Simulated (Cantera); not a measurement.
Charge: 1 mol Cr, 1.4 mol H2O, a varied amount of N2, 13 mol NH3, equilibrated at 0.280 bar.

Equilibrium computed with Cantera from the NASA thermochemical tables; the gas is ideal and each condensed phase is pure. Candidate condensed phases: Cr, CrN, Cr2N, Cr2O3, H2O; 29 gas species. Mutual solubility and eutectic melting of coexisting phases are not modelled. Kinetics and transport are ignored.

**Question.** What condenses at these points (T in °C, n(N2) in mol): (1550, 38); (2250, 73); (1950, 11); (2150, 11); (1450, 11); (2350, 46)?

**Answer.** 
| T (°C) | n(N2) in mol | condensed phases | Cr condensed (%) |
|---|---|---|---|
| 1550 | 38 | Cr + Cr2O3 | 97.0 |
| 2250 | 73 | gas only | 0.0 |
| 1950 | 11 | Cr2O3 | 23.6 |
| 2150 | 11 | gas only | 0.0 |
| 1450 | 11 | Cr + Cr2O3 | 99.6 |
| 2350 | 46 | gas only | 0.0 |
